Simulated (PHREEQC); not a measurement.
A solution holds 0.029 mol/kgw H2SiF6, at 24 °C. Closed to the air; pH follows from the charge balance.

Model: ion-association model, phreeqc.dat, run in PHREEQC.

Each row changes one thing in this solution. This is a speciation only: nothing precipitates in the calculation.

```csv
case,pH,ionic strength (mol/kgw),HF (mol/kgw),F- (mol/kgw),HF2- (mol/kgw)
as made,1.33,0.0836,0.00691,0.000133,3.49e-6
H2SiF6 from 0.029 to 0.0435 mol/kgw,1.16,0.127,0.00797,0.000109,3.29e-6
H2SiF6 from 0.029 to 0.0029 mol/kgw,2.32,0.00754,0.00275,0.000430,4.50e-6
diluted 2-fold with water,1.63,0.0409,0.00534,0.000188,3.82e-6
temperature from 24 to 30 °C,1.34,0.0830,0.00817,0.000142,4.61e-6
H2SiF6 replaced by NH4HF2 at the same molality,3.12,0.0299,0.0255,0.0272,0.00264
```

Some of these states are supersaturated (in Quartz (slow to form), Chalcedony (slow to form), for instance). SiF6-2 is the database's only silicon fluoride.
